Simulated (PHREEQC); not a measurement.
**Brine: speciation**

Solution (25 °C and 10 atm): 1.1 mol MgSO4 and 1.1 mol NaCl per kg of water. Closed to the air; pH follows from the charge balance.

Computed with PHREEQC (Pitzer model, pitzer.dat).

No solid was allowed to form.

Q: Estimate the activity of water.

A: activity of water 0.932.

Species that the database lacks are ignored.
